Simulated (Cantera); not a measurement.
A freely propagating, adiabatic, planar premixed flame of CH4 : C2H6 : C3H8 : O2 : N2 = 1 : 0.76 : 0.098 : 7.93 : 29.8 (molar parts), equivalence ratio 0.65, unburnt at 600 K and 0.132 atm; mixture-averaged transport, grid criteria slope 0.08 and curve 0.16, no radiation.

Computed with Cantera and GRI-Mech 3.0 (53 species, 325 reactions). Burning velocities carry a grid error of a few per cent, more on coarse grids.

### Question
Predict: laminar burning velocity; thermal thickness; peak x(C2H4); peak x(OH); peak x(C2H2).

### Answer
| Property | Result |
|---|---|
| laminar burning velocity | 130 cm/s |
| thermal thickness | 2.25 mm |
| peak x(C2H4) | 0.00223 |
| peak x(OH) | 0.00784 |
| peak x(C2H2) | 0.000126 |
